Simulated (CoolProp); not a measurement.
Properties of fluorine at several states.

The numbers come from the reference Helmholtz-energy equation of state, de Reuck 1990 in CoolProp.

```tsv
T (K)	p (bar)	phase	Z	cp (kJ/(kg K))	isothermal compressibility (1/MPa)	fugacity coefficient
297.7	72.7	supercritical	0.9745	0.8952	0.1397	0.9714
248	5.59	gas	0.9945	0.8093	1.799	0.9945
235.9	15.6	gas	0.9810	0.8254	0.6536	0.9813
```
